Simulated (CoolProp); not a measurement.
Model: reference Helmholtz-energy equation of state, Lemmon 2005, in CoolProp. It is a short technical equation, of lower accuracy than the large ones.

**Question.** Give the vapour pressure (bar), liquid density (kg/m³), vapour density (kg/m³) of saturated cis-2-butene at 381 K.

**Answer.** 
```csv
T (K),p (bar),liquid density (kg/m³),vapour density (kg/m³)
381,16.5,496,40.3
```
